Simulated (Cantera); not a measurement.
A perfectly stirred reactor is fed with CH4 : H2O : H2 = 1 : 1.8 : 0.12 (molar parts), at 1.97 atm; it is held at 1650 K, and followed from long to short residence time.

Cantera simulation using GRI-Mech 3.0 (53 species, 325 reactions); the numbers are that mechanism's predictions, not measurements.

**Question.** What does this change do: pressure from 1.97 atm to 20.7 atm?

**Answer.** 
| quantity | before | after |
|---|---|---|
| x(CH4) at τ = 1.20 s | 0.0466 | 0.0984 |
| x(H2O) at τ = 1.20 s | 0.297 | 0.294 |
| x(H2) at τ = 1.20 s | 0.503 | 0.467 |
| x(C2H4) at τ = 1.20 s | 0.00268 | 0.00385 |
| x(C2H6) at τ = 1.20 s | 1.76e-5 | 0.000117 |
| x(CH4) at τ = 53.0 ms | 0.130 | 0.149 |
| x(H2O) at τ = 53.0 ms | 0.490 | 0.465 |
| x(H2) at τ = 53.0 ms | 0.294 | 0.297 |
| x(C2H4) at τ = 53.0 ms | 0.00379 | 0.0154 |
| x(C2H6) at τ = 53.0 ms | 0.000158 | 0.000347 |
The pressure lies above the range GRI-Mech 3.0 was tuned for (to about 10 atm).

**Question.** What does this change do: pressure from 1.97 atm to 0.286 atm?

**Answer.** 
```
quantity                  before     after
----------------------  --------  --------
x(CH4) at τ = 1.20 s      0.0466    0.0493
x(H2O) at τ = 1.20 s       0.297     0.349
x(H2) at τ = 1.20 s        0.503     0.462
x(C2H4) at τ = 1.20 s    0.00268  0.000715
x(C2H6) at τ = 1.20 s    1.76e-5   1.65e-5
x(CH4) at τ = 53.0 ms      0.130     0.170
x(H2O) at τ = 53.0 ms      0.490     0.528
x(H2) at τ = 53.0 ms       0.294     0.235
x(C2H4) at τ = 53.0 ms   0.00379   0.00238
x(C2H6) at τ = 53.0 ms  0.000158  0.000235
```
